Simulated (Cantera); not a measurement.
An isothermal, constant-pressure homogeneous reactor starts with NO : N2 = 1 : 0.8 (molar parts), at 2173 K and 20000 Pa. Integrator tolerance rtol = 1e-08.

Cantera simulation using GRI-Mech 3.0 (53 species, 325 reactions); the numbers are that mechanism's predictions, not measurements.

**Question.** What does this change do: temperature 2173 to 1825 K?

**Answer.** 
```json
[
 {"quantity": "x(NO) at 5.00 s", "before": "0.0129 (gas-phase equilibrium 0.0129)", "after": "0.390 (gas-phase equilibrium 0.00496)"},
 {"quantity": "x(O) at 5.00 s", "before": "0.00265 (gas-phase equilibrium 0.00265)", "after": "0.000104 (gas-phase equilibrium 0.000181)"},
 {"quantity": "x(N2O) at 5.00 s", "before": "3.05e-7 (gas-phase equilibrium 3.05e-7)", "after": "5.74e-5 (gas-phase equilibrium 1.22e-7)"},
 {"quantity": "x(O2) at 5.00 s", "before": "0.270 (gas-phase equilibrium 0.270)", "after": "0.0822 (gas-phase equilibrium 0.275)"},
 {"quantity": "x(N2) at 5.00 s", "before": "0.715 (gas-phase equilibrium 0.715)", "after": "0.527 (gas-phase equilibrium 0.720)"},
 {"quantity": "x(NO2) at 5.00 s", "before": "8.63e-6 (gas-phase equilibrium 8.60e-6)", "after": "0.000261 (gas-phase equilibrium 6.04e-6)"}
]
```
